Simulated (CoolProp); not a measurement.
Toluene along the isotherm 346.85 °C: fugacity coefficient from the reference equation and from simpler models built on Tc = 318.6 °C, pc = 4.126 MPa, ω = 0.266; each cubic takes its own stable root.

Computed with CoolProp (reference Helmholtz-energy equation of state, Lemmon 2006). It is a short technical equation, of lower accuracy than the large ones.

```tsv
p (MPa)	phase	reference
0.619	gas	0.9533
1.24	gas	0.9074
1.86	gas	0.8625
2.48	gas	0.8184
3.09	gas	0.7756
3.71	gas	0.7327
4.33	supercritical	0.6900
4.95	supercritical	0.6470
5.57	supercritical	0.6031
6.19	supercritical	0.5608
```

**Question.** How far does each simpler model (van der Waals, Redlich-Kwong, Peng-Robinson) lie from the reference over these 10 states: mean and median of the absolute difference, and the worst?

**Answer.** 
- van der Waals: mean 3.2 %, median 3.8 %, worst +4.7 % at 346.85 °C and 6.19 MPa
- Redlich-Kwong: mean 1.2 %, median 1.4 %, worst +2.0 % at 346.85 °C and 6.19 MPa
- Peng-Robinson: mean 0.5 %, median 0.5 %, worst -0.7 % at 346.85 °C and 4.33 MPa
